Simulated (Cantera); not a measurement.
# Thermodynamics of chemical vapour transport, feed AlN + HCl + N₂

A closed system holds: 1 mol AlN, 0.041 mol HCl, a varied amount of N₂, at 725 °C and 1 atm.

These are equilibrium values from Cantera (NASA tables, ideal gas, pure condensed phases), not measurements of a reactor. Candidate condensed phases: Al, AlCl₃, AlN, NH₄Cl; 20 gas species. The numbers say what is thermodynamically allowed, not how fast it happens.

| n(N₂) (mol) | x N₂ | x H₂ | x AlCl₃ | x HCl | n AlN(s) |
|---|---|---|---|---|---|
| 0.1 | 0.748 | 0.114 | 0.0751 | 0.0621 | 0.989 |
| 0.25 | 0.877 | 0.0535 | 0.0354 | 0.0339 | 0.990 |
| 0.39 | 0.917 | 0.0354 | 0.0235 | 0.0243 | 0.990 |
| 0.54 | 0.938 | 0.0259 | 0.0172 | 0.0188 | 0.990 |
| 0.69 | 0.951 | 0.0203 | 0.0135 | 0.0154 | 0.990 |
| 0.83 | 0.959 | 0.0169 | 0.0113 | 0.0132 | 0.990 |
| 0.98 | 0.965 | 0.0143 | 0.00953 | 0.0115 | 0.990 |
| 1.1 | 0.968 | 0.0127 | 0.00848 | 0.0105 | 0.990 |
| 1.3 | 0.973 | 0.0107 | 0.00715 | 0.00908 | 0.990 |
| 1.4 | 0.975 | 0.00996 | 0.00663 | 0.00853 | 0.990 |
| 1.6 | 0.978 | 0.00869 | 0.00578 | 0.00761 | 0.990 |
x: gas mole fraction; n: condensed amount in mol.

From 0.1 mol N₂ to 1.6 mol N₂ the condensed part is AlN(s). The main Al-bearing gas is AlCl₃ throughout.
